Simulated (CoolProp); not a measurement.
Properties of carbon monoxide along the isotherm 142.1 K.

Computed with CoolProp (reference Helmholtz-energy equation of state, Lemmon 2006). It is a short technical equation, of lower accuracy than the large ones.

```
p (MPa)          phase  density (kg/m³)  Joule-Thomson coefficient (K/MPa)  isothermal compressibility (1/MPa)  expansivity (1/kK)
-------  -------------  ---------------  ---------------------------------  ----------------------------------  ------------------
1.75               gas              [?]                              9.548                              0.6842               11.49
3.5      supercritical            127.4                              8.778                              0.4988               26.62
5.25     supercritical            338.7                              4.004                              0.3983               77.33
7        supercritical              [?]                              1.571                             0.07454               25.27
8.75     supercritical            496.8                             0.9159                             0.03871               16.31
10.5     supercritical            525.1                             0.5897                             0.02622               12.66
12.2     supercritical            545.9                             0.3916                             0.02001               10.65
14       supercritical            563.7                                [?]                             0.01603               9.255
15.7     supercritical            578.0                             0.1437                             0.01351               8.316
17.5     supercritical            591.1                            0.05961                                 [?]                 [?]
```

Task: What belongs in the gaps?

Result: 
- 1.75, density (kg/m³): 48.84
- 7, density (kg/m³): 453.0
- 14, Joule-Thomson coefficient (K/MPa): 0.2458
- 17.5, isothermal compressibility (1/MPa): 0.01158
- 17.5, expansivity (1/kK): 7.563
